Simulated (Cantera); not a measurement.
Charge: 1 mol Si, 0.023 mol O2, 9.8 mol N2, at 1 atm.

Equilibrium computed with Cantera from the NASA thermochemical tables; the gas is ideal and each condensed phase is pure. Candidate condensed phases: Si, SiO2, Si2N2O, Si3N4; 16 gas species. N2 is the only nitrogen source here; it is nearly inert below about 1500 K, so the nitride shown seldom forms there in practice. Mutual solubility and eutectic melting of coexisting phases are not modelled. Equilibrium is a limit: real reactors are often held back by kinetics, nucleation or transport.

Task: Which condensed phases are stable at each of these points (T (K)): 973, 1173, 1373, 1573, 1773, 1973, 2173?

Result: 
```csv
T (K),condensed phases,Si condensed (%)
973,Si2N2O(s) + Si3N4(s),100.0
1173,Si2N2O(s) + Si3N4(s),100.0
1373,Si2N2O(s) + Si3N4(s),100.0
1573,Si2N2O(s) + Si3N4(s),100.0
1773,Si2N2O(s) + Si3N4(s),100.0
1973,Si2N2O(s) + Si3N4(s),98.3
2173,Si(l),95.0
```

From 973 K to 1973 K the condensed part is Si2N2O(s) + Si3N4(s). At 2173 K the condensed part is Si(l).
